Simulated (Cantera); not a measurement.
Charge: 1 mol CCl4, 0.84 mol HCl, 1.9 mol H2, equilibrated at 0.00133 bar.

Method: chemical equilibrium by Gibbs-energy minimisation in Cantera with the NASA 1993 tables (ideal gas, pure condensed phases). Candidate condensed phases: C, C6H6, C7H8, C8H18; 91 gas species. Equilibrium is a limit: real reactors are often held back by kinetics, nucleation or transport.

x: gas mole fraction; n: condensed amount in mol.

```csv
T (K),x HCl,x Cl,x H,x H2,x Cl2,x C2H2 (acetylene),n C(graphite)
1223,0.970,0.0179,3.16e-9,1.48e-7,0.0120,<1e-12,1.00
1323,0.964,0.0307,4.97e-8,1.31e-6,0.00544,1.08e-12,1.00
1423,0.960,0.0381,6.84e-7,1.41e-5,0.00169,(withheld),1.00
1523,0.959,0.0407,7.58e-6,0.000143,0.000476,(withheld),1.00
1623,0.955,0.0432,6.24e-5,0.00109,0.000158,(withheld),1.000
1723,0.943,0.0514,0.000355,0.00504,7.51e-5,(withheld),1.000
1823,0.915,0.0700,0.00140,0.0140,5.28e-5,(withheld),1.000
1923,0.867,0.100,0.00432,0.0281,4.55e-5,(withheld),1.000
2023,0.799,0.143,0.0112,0.0465,4.22e-5,(withheld),1.000
2123,0.710,0.197,0.0255,0.0672,3.93e-5,(withheld),0.999
2223,0.601,0.260,0.0516,0.0864,3.57e-5,(withheld),0.997
2323,0.480,0.326,0.0939,0.0992,3.10e-5,(withheld),0.993
2423,0.356,0.388,0.154,0.101,2.53e-5,(withheld),0.986
```

### Question
What belongs in the gaps?

### Answer

- 1423, x C2H2 (acetylene): 4.86e-11
- 1523, x C2H2 (acetylene): 1.69e-9
- 1623, x C2H2 (acetylene): 3.79e-8
- 1723, x C2H2 (acetylene): 4.56e-7
- 1823, x C2H2 (acetylene): 2.96e-6
- 1923, x C2H2 (acetylene): 1.27e-5
- 2023, x C2H2 (acetylene): 4.15e-5
- 2123, x C2H2 (acetylene): 0.000111
- 2223, x C2H2 (acetylene): 0.000251
- 2323, x C2H2 (acetylene): 0.000480
- 2423, x C2H2 (acetylene): 0.000779
